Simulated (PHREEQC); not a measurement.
Consider water at 25 °C with 1.1 mol K2CO3, 0.026 mol Na2SO4 and 2.9e-05 mol H4SiO4 per kg of water. Closed to the air; pH follows from the charge balance.

Equilibrium calculation in PHREEQC: Pitzer model, pitzer.dat.

No solid was allowed to form.

**Question.** Order these Si species by the share of Si that they hold, largest first: H3SiO4-, H2SiO4-2, H4SiO4.

**Answer.** H3SiO4- (54 %), H2SiO4-2 (46 %), H4SiO4 (0.16 %)

The pH is 11.92 and the ionic strength 3.37 mol/kgw. In brines, pH and single-ion activities rest on the MacInnes convention.
